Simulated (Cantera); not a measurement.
Source: NASA polynomial tables (part measured, part estimated), evaluated in Cantera. Values are per mole of reaction as written; species without (g) are pure solids or liquids, kept so even where they would boil at 1 bar.

Between 473 and 548 K, where is each reaction favourable under standard conditions?
- 0.5 Ti + Cl2(g) → 0.5 TiCl4
- 0.6667 Al + Cl2(g) → 0.3333 Al2Cl6(g)
- 2 Li + Cl2(g) → 2 LiCl


- 0.5 Ti + Cl2(g) → 0.5 TiCl4: ΔG° is -350 kJ at 473 K and -343 kJ at 548 K; it stays negative (K > 1). ΔH° is -396 kJ and ΔS° -97 J/K at 548 K.
- 0.6667 Al + Cl2(g) → 0.3333 Al2Cl6(g): ΔG° is -393 kJ at 473 K and -386 kJ at 548 K; it stays negative (K > 1). ΔH° is -431 kJ and ΔS° -82 J/K at 548 K.
- 2 Li + Cl2(g) → 2 LiCl: ΔG° is -740 kJ at 473 K and -727 kJ at 548 K; it stays negative (K > 1). ΔH° is -820 kJ and ΔS° -169 J/K at 548 K.
